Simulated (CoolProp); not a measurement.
Values from CoolProp's reference Helmholtz-energy equation of state, de Reuck 1990.

**Question.** For fluorine, give the phase and the cp (kJ/(kg K)), cv (kJ/(kg K)), speed of sound (m/s), Joule-Thomson coefficient (K/MPa) at -100.25 °C and 0.101 MPa.

**Answer.** 
- -100.25 °C and 0.101 MPa: gas; cp 0.779, cv 0.556, speed of sound 229, Joule-Thomson coefficient 5.54
